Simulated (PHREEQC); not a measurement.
Solution (25 °C): 0.21 mol FeSO4, 0.23 mol MgSO4, 0.26 mol HCl and 9.4e-05 mol Na2SO4 per kg of water. Closed to the air; pH follows from the charge balance.

Model: ion-association model, phreeqc.dat, run in PHREEQC.

```
quantity                    before     after
------------------------  --------  --------
pH                            1.18      0.96
ionic strength (mol/kgw)     0.929     0.661
HSO4- (mol/kgw)              0.134     0.114
SO4-2 (mol/kgw)              0.103    0.0433
Na+ (mol/kgw)             0.000172  0.000180
NaSO4- (mol/kgw)           1.57e-5   7.62e-6
SI of Halite (NaCl)          -6.28     -6.24
```

Name the change that produced these shifts.
A) temperature from 25 to 90 °C
B) Na2SO4 from 9.4e-05 to 0.00047 mol/kgw
C) FeSO4 replaced by KHSO4 at the same molality
D) FeSO4 left out
E) diluted 5-fold with water

D, FeSO4 left out

Precipitation was switched off in this run. The ionic strength passes 0.7 mol/kgw, the rough limit of the ion-association models, in before.
